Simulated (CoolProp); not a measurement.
Properties of p-xylene along the isobar 2.14 MPa.

Model: reference Helmholtz-energy equation of state, Zhou 2012, in CoolProp.

| T (K) | phase | Z | Joule-Thomson coefficient (K/MPa) | Prandtl number | fugacity coefficient |
|---|---|---|---|---|---|
| 419.6 | liquid | 0.08702 | -0.2793 | 4.58 | 0.06030 |
| 433 | liquid | 0.08586 | -0.2493 | 4.39 | 0.08256 |
| 446.3 | liquid | 0.08489 | -0.2161 | 4.20 | 0.1101 |
| 459.7 | liquid | 0.08410 | -0.1783 | 4.02 | 0.1438 |
| 473 | liquid | 0.08349 | -0.1349 | 3.84 | 0.1837 |
| 486.4 | liquid | 0.08307 | -0.08335 | 3.67 | 0.2308 |
| 499.8 | liquid | 0.08288 | -0.02092 | 3.51 | 0.2849 |
| 513.1 | liquid | 0.08293 | 0.05645 | 3.35 | 0.3457 |
| 526.5 | liquid | 0.08330 | 0.1578 | 3.21 | 0.4140 |
| 539.8 | liquid | 0.08405 | 0.2956 | 3.09 | 0.4884 |
| 553.2 | liquid | 0.08536 | 0.5014 | 2.99 | 0.5693 |
| 566.6 | liquid | 0.08756 | 0.8476 | 2.94 | 0.6553 |
| 579.9 | gas | 0.6154 | 20.52 | 0.907 | 0.7289 |
| 593.3 | gas | 0.6694 | 15.78 | 0.831 | 0.7509 |
| 606.6 | gas | 0.7079 | 13.10 | 0.796 | 0.7697 |
| 620 | gas | 0.7383 | 11.24 | 0.774 | 0.7864 |

Viscosity comes from a separate model (Balogun 2015). Thermal conductivity comes from a separate model (Mylona 2014).
